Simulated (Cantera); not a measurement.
# Moist CO burnout

An isothermal, constant-pressure homogeneous reactor starts with 1.68 % CO, 4.77 % O2, 0.0271 % H2O, 93.5 % N2, at 1475 K and 101000 Pa.

Detailed kinetics in Cantera: GRI-Mech 3.0 (53 species, 325 reactions).

```json
[
 {"t (s)": "0.000200", "x CO": "0.0168", "x O2": "0.0477", "x H2O": "0.000271", "x H2O2": "<1e-12", "x H2": "2.86e-11", "x NO": "<1e-12", "x CO2": "3.12e-7"},
 {"t (s)": "0.000693", "x CO": "0.0168", "x O2": "0.0477", "x H2O": "0.000271", "x H2O2": "1.26e-12", "x H2": "1.46e-9", "x NO": "5.61e-12", "x CO2": "2.59e-6"},
 {"t (s)": "0.00240", "x CO": "0.0161", "x O2": "0.0471", "x H2O": "0.000245", "x H2O2": "2.36e-9", "x H2": "1.17e-6", "x NO": "8.08e-9", "x CO2": "0.000735"},
 {"t (s)": "0.00833", "x CO": "0.00327", "x O2": "0.0405", "x H2O": "0.000200", "x H2O2": "8.34e-9", "x H2": "3.83e-6", "x NO": "6.15e-6", "x CO2": "0.0137"},
 {"t (s)": "0.0289", "x CO": "0.000281", "x O2": "0.0397", "x H2O": "0.000257", "x H2O2": "1.59e-9", "x H2": "4.40e-7", "x NO": "1.01e-5", "x CO2": "0.0167"},
 {"t (s)": "0.100", "x CO": "2.19e-5", "x O2": "0.0396", "x H2O": "0.000269", "x H2O2": "1.92e-10", "x H2": "4.25e-8", "x NO": "1.11e-5", "x CO2": "0.0170"},
 {"t (s)": "0.347", "x CO": "1.69e-6", "x O2": "0.0396", "x H2O": "0.000272", "x H2O2": "2.81e-11", "x H2": "5.55e-9", "x NO": "1.12e-5", "x CO2": "0.0170"},
 {"t (s)": "1.20", "x CO": "3.17e-7", "x O2": "0.0396", "x H2O": "0.000272", "x H2O2": "1.03e-11", "x H2": "1.94e-9", "x NO": "1.12e-5", "x CO2": "0.0170"},
 {"t (s)": "4.16", "x CO": "2.85e-7", "x O2": "0.0396", "x H2O": "0.000272", "x H2O2": "9.78e-12", "x H2": "1.84e-9", "x NO": "1.13e-5", "x CO2": "0.0170"},
 {"t (s)": "14.4", "x CO": "2.85e-7", "x O2": "0.0396", "x H2O": "0.000272", "x H2O2": "9.78e-12", "x H2": "1.84e-9", "x NO": "1.14e-5", "x CO2": "0.0170"},
 {"t (s)": "50.0", "x CO": "2.85e-7", "x O2": "0.0396", "x H2O": "0.000272", "x H2O2": "9.78e-12", "x H2": "1.84e-9", "x NO": "1.17e-5", "x CO2": "0.0170"}
]
```
x: mole fraction; the columns are a selection and need not sum to one.

Equilibrium at this temperature and pressure: CO 2.86e-7, O2 0.0394, H2O 0.000272, H2O2 9.76e-12, H2 1.85e-9, NO 0.000514, CO2 0.0170 (gas phase only).
